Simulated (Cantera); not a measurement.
Source: NASA polynomial tables (part measured, part estimated), evaluated in Cantera. Values are per mole of reaction as written; species without (g) are pure solids or liquids, kept so even where they would boil at 1 bar.

Q: Between 373 and 1123 K, where is each reaction favourable under standard conditions?
- SrCl2 + 2 OH(g) + Sr → 2 SrO + 2 HCl(g)
- SrO + OH(g) + H(g) → Sr(OH)2

A: 
- SrCl2 + 2 OH(g) + Sr → 2 SrO + 2 HCl(g): ΔG° is -599 kJ at 373 K and -551 kJ at 1123 K; it stays negative (K > 1). ΔH° is -647 kJ and ΔS° -86 J/K at 1123 K.
- SrO + OH(g) + H(g) → Sr(OH)2: ΔG° is -538 kJ at 373 K and -357 kJ at 1123 K; it stays negative (K > 1). ΔH° is -593 kJ and ΔS° -210 J/K at 1123 K.
